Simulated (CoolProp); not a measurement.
Vapour-liquid equilibrium of R22 (1) + acetone (2) at 341.7 K; x and y are mole fractions of (1).

Model: multi-fluid Helmholtz-energy mixture model, Kamei 1995 and Lemmon 2006; pair parameters Bell 2016, in CoolProp.

```json
[
 {"x": "0.05", "bubble pressure, mixture model (kPa)": "258.5", "bubble pressure, Raoult's law (kPa)": "290.3", "y, mixture model": "0.418", "y, Raoult's law": "0.501"},
 {"x": "0.15", "bubble pressure, mixture model (kPa)": "420.1", "bubble pressure, Raoult's law (kPa)": "566.0", "y, mixture model": "0.655", "y, Raoult's law": "0.771"},
 {"x": "0.25", "bubble pressure, mixture model (kPa)": "561.0", "bubble pressure, Raoult's law (kPa)": "841.6", "y, mixture model": "0.756", "y, Raoult's law": "0.864"},
 {"x": "0.35", "bubble pressure, mixture model (kPa)": "714.6", "bubble pressure, Raoult's law (kPa)": "1117", "y, mixture model": "0.823", "y, Raoult's law": "0.911"},
 {"x": "0.45", "bubble pressure, mixture model (kPa)": "902.6", "bubble pressure, Raoult's law (kPa)": "1393", "y, mixture model": "0.875", "y, Raoult's law": "0.940"},
 {"x": "0.55", "bubble pressure, mixture model (kPa)": "1142", "bubble pressure, Raoult's law (kPa)": "1669", "y, mixture model": "0.917", "y, Raoult's law": "0.959"},
 {"x": "0.65", "bubble pressure, mixture model (kPa)": "1444", "bubble pressure, Raoult's law (kPa)": "1944", "y, mixture model": "0.948", "y, Raoult's law": "0.973"},
 {"x": "0.75", "bubble pressure, mixture model (kPa)": "1812", "bubble pressure, Raoult's law (kPa)": "2220", "y, mixture model": "0.970", "y, Raoult's law": "0.983"},
 {"x": "0.85", "bubble pressure, mixture model (kPa)": "2232", "bubble pressure, Raoult's law (kPa)": "2496", "y, mixture model": "0.985", "y, Raoult's law": "0.991"},
 {"x": "0.95", "bubble pressure, mixture model (kPa)": "2677", "bubble pressure, Raoult's law (kPa)": "2771", "y, mixture model": "0.996", "y, Raoult's law": "0.997"}
]
```

The largest gap from Raoult's law is -36.0 % in bubble pressure, at x = 0.35. No azeotrope shows between x = 0.05 and 0.95.

Pair parameters are fitted to limited data, so mixtures are less certain than the pure fluids.
